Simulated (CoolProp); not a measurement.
CH2F2 (R32) along the isotherm 135.25 °C: fugacity coefficient from the reference equation and from simpler models built on Tc = 78.1 °C, pc = 5783 kPa, ω = 0.277; each cubic takes its own stable root.

The numbers come from the reference Helmholtz-energy equation of state, Tillner-Roth 1997 in CoolProp.

```csv
p (kPa),phase,reference,van der Waals,Redlich-Kwong,Soave-Redlich-Kwong,Peng-Robinson
1310,gas,0.9499,0.9539,0.9511,0.9557,0.9487
2630,gas,0.9011,0.9080,0.9033,0.9123,0.8993
3940,gas,0.8544,0.8628,0.8570,0.8706,0.8525
5260,gas,0.8090,0.8175,0.8117,0.8299,0.8074
6570,supercritical,0.7655,0.7725,0.7680,0.7909,0.7648
7890,supercritical,0.7234,0.7270,0.7254,0.7531,0.7243
9200,supercritical,0.6834,0.6822,0.6848,0.7175,0.6865
10500,supercritical,0.6458,0.6407,0.6470,0.6843,0.6518
11800,supercritical,0.6107,0.6048,0.6128,0.6539,0.6203
13100,supercritical,0.5788,0.5747,0.5827,0.6265,0.5920
14500,supercritical,0.5482,0.5481,0.5549,0.6005,0.5653
```
